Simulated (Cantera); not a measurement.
Mixture: CH4 : O2 : N2 : H2O = 1 : 1.82 : 10.2 : 0.64 (molar parts), equivalence ratio 1.1, at 750 Torr, adiabatic and at constant volume. Ignition delay is the time to a rise of 400 K.

Cantera simulation using GRI-Mech 3.0 (53 species, 325 reactions); the numbers are that mechanism's predictions, not measurements.

**Question.** Predict: delay at 1373 K; delay at 1448 K; delay at 1523 K; delay at 1598 K; delay at 1673 K; apparent activation energy between 1523 and 1673 K.

**Answer.** 
```json
{
  "delay at 1373 K": "7.82 ms",
  "delay at 1448 K": "3.21 ms",
  "delay at 1523 K": "1.41 ms",
  "delay at 1598 K": "0.676 ms",
  "delay at 1673 K": "0.351 ms",
  "apparent activation energy between 1523 and 1673 K": "200 kJ/mol"
}
```
